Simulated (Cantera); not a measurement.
Feed: 1 mol SiH₂Cl₂, 0.18 mol HCl, 1900 mol H₂, equilibrated at 1652 °C and 0.440 bar.

Cantera equilibrium calculation (NASA polynomials, part measured and part estimated; ideal gas, pure solids and liquids). Candidate condensed phases: Si; 19 gas species. Gases not in the tables: Si₂H₆ and higher silanes. Kinetics and transport are ignored.

Base state: H₂ 0.997, H 0.00144, HCl 0.00114, SiH₂ 6.80e-5, Si 3.95e-5, SiH 2.13e-5 (mole fractions); condensed: Si(l).

### Question
What changes in the equilibrium state with this change: H₂ from 1900 to 3.7 mol?

### Answer
```csv
species,before,after
H₂,0.997,0.733
HCl,0.00114,0.164
SiCl₂,3.39e-6,0.0968
SiCl₃,<1e-9,0.00373
SiHCl₃,<1e-9,0.000277
"Si(l), mol",0.743,0.405
```
The tables' values for SiCl₃, SiCl are old estimates; treat these amounts as uncertain.
